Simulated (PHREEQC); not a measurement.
0.2 mol of Hydroxyapatite (Ca5(PO4)3OH) is brought to equilibrium with 1 kg of water, at 25 °C under several pressures of CO2. O2 is buffered at 0.21 atm. Only these solids could form: Hydroxyapatite, Calcite.

The numbers come from PHREEQC with the ion-association model, phreeqc.dat.

| log pCO2 (atm) | pH | dissolved Ca (mol/kgw) | dissolved P (mol/kgw) | Ca+2 (mol/kgw) | H2PO4- (mol/kgw) | CO2 (mol/kgw) |
|---|---|---|---|---|---|---|
| -5 | 8.27 | 3.67e-5 | 2.20e-5 | 3.62e-5 | 1.66e-6 | 3.40e-7 |
| -4.5 | 7.97 | 5.37e-5 | 3.22e-5 | 5.28e-5 | 4.40e-6 | 1.08e-6 |
| -4 | 7.68 | 7.99e-5 | 4.80e-5 | 7.84e-5 | 1.12e-5 | 3.40e-6 |
| -3.5 | 7.40 | 0.000121 | 7.29e-5 | 0.000119 | 2.64e-5 | 1.08e-5 |
| -3 | 7.13 | 0.000189 | 0.000113 | 0.000184 | 5.73e-5 | 3.40e-5 |
| -2.5 | 6.86 | 0.000303 | 0.000182 | 0.000294 | 0.000116 | 0.000108 |
| -2 | 6.60 | 0.000499 | 0.000300 | 0.000482 | 0.000223 | 0.000340 |
| -1.5 | 6.33 | 0.000846 | 0.000508 | 0.000811 | 0.000416 | 0.00108 |
| -1 | 6.08 | 0.00147 | 0.000881 | 0.00139 | 0.000760 | 0.00340 |
| -0.5 | 5.82 | 0.00260 | 0.00156 | 0.00242 | 0.00138 | 0.0107 |
| 0 | 5.57 | 0.00472 | 0.00283 | 0.00425 | 0.00250 | 0.0337 |

Species that the database lacks are ignored.
